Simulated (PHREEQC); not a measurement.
Alkaline etch or developer: an equilibrium model

Dissolve 0.024 mol/kgw TMAH, 0.0014 mol/kgw K2SiO3 and 0.037 mol/kgw (CH3)4NCl at 25 °C. Closed to the air; pH follows from the charge balance.

All values are PHREEQC results (ion-association model, phreeqc.dat), not measurements.

Each row changes one thing in this solution. Precipitation was switched off in this run.

| case | pH | H3SiO4- (mol/kgw) | H4SiO4 (mol/kgw) | SI of Quartz (SiO2) |
|---|---|---|---|---|
| as made | 12.30 | 0.00112 | 3.04e-6 | -1.53 |
| (CH3)4NCl from 0.037 to 0.185 mol/kgw | 12.24 | 0.00109 | 2.87e-6 | -1.53 |
| temperature from 25 to 75 °C | 10.98 | 0.00121 | 1.82e-5 | -1.38 |
| TMAH from 0.024 to 0.0216 mol/kgw | 12.25 | 0.00114 | 3.42e-6 | -1.48 |
| (CH3)4NCl replaced by HCl at the same molality | 2.05 | 2.82e-11 | 0.00140 | +1.13 |

Some of these states are supersaturated (in Quartz (slow to form), Chalcedony (slow to form), for instance). (CH3)4N+ isn't in the database: it is added as a free cation with an ion size of 4 Å. At this temperature some constants are extrapolated from 25 °C, and those without enthalpy data are left unchanged.
